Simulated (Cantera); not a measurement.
An isothermal, constant-pressure homogeneous reactor starts with 47.6 % NO, 52.4 % N2, at 1525 K and 120000 Pa.

Detailed kinetics in Cantera: GRI-Mech 3.0 (53 species, 325 reactions).

### Question
Predict: x(NO) at 80.0 s; x(NO2) at 80.0 s; x(N2O) at 80.0 s; x(O) at 80.0 s; x(N2) at 80.0 s; x(O2) at 80.0 s.

### Answer
```json
{
 "x(NO) at 80.0 s": "0.218 (gas-phase equilibrium 0.00145)",
 "x(NO2) at 80.0 s": "0.000927 (gas-phase equilibrium 8.36e-6)",
 "x(N2O) at 80.0 s": "1.63e-5 (gas-phase equilibrium 9.50e-8)",
 "x(O) at 80.0 s": "1.88e-6 (gas-phase equilibrium 2.53e-6)",
 "x(N2) at 80.0 s": "0.653 (gas-phase equilibrium 0.761)",
 "x(O2) at 80.0 s": "0.128 (gas-phase equilibrium 0.237)"
}
```
